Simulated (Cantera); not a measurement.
**Transport properties of process gases**

Gas mixture: H2 = 0.33 (molar parts), at 0.0230 bar, frozen composition.

Cantera's kinetic-theory transport with the Lennard-Jones parameters of GRI-Mech 3.0, ideal gas; thermal conductivity in the multicomponent form.

```json
[
 {"T (K)": "400", "ρ (kg/m³)": "0.00139", "cp (J/kg/K)": "14520", "μ (µPa s)": "10.9", "λ (mW/m/K)": "229", "Pr": "0.689", "D (cm²/s) CH4": "53.2", "D (cm²/s) N2": "55.9", "D (cm²/s) C2H2": "45.1"},
 {"T (K)": "650", "ρ (kg/m³)": "0.000858", "cp (J/kg/K)": "14520", "μ (µPa s)": "14.9", "λ (mW/m/K)": "314", "Pr": "0.688", "D (cm²/s) CH4": "121", "D (cm²/s) N2": "126", "D (cm²/s) C2H2": "103"},
 {"T (K)": "900", "ρ (kg/m³)": "0.000620", "cp (J/kg/K)": "14870", "μ (µPa s)": "18.4", "λ (mW/m/K)": "397", "Pr": "0.689", "D (cm²/s) CH4": "207", "D (cm²/s) N2": "216", "D (cm²/s) C2H2": "177"},
 {"T (K)": "1150", "ρ (kg/m³)": "0.000485", "cp (J/kg/K)": "15270", "μ (µPa s)": "21.5", "λ (mW/m/K)": "477", "Pr": "0.689", "D (cm²/s) CH4": "311", "D (cm²/s) N2": "325", "D (cm²/s) C2H2": "266"},
 {"T (K)": "1400", "ρ (kg/m³)": "0.000398", "cp (J/kg/K)": "15800", "μ (µPa s)": "24.4", "λ (mW/m/K)": "559", "Pr": "0.691", "D (cm²/s) CH4": "431", "D (cm²/s) N2": "450", "D (cm²/s) C2H2": "369"},
 {"T (K)": "1650", "ρ (kg/m³)": "0.000338", "cp (J/kg/K)": "16320", "μ (µPa s)": "27.2", "λ (mW/m/K)": "641", "Pr": "0.692", "D (cm²/s) CH4": "566", "D (cm²/s) N2": "591", "D (cm²/s) C2H2": "485"}
]
```
D: mixture-averaged diffusion coefficient of that species in the mixture.
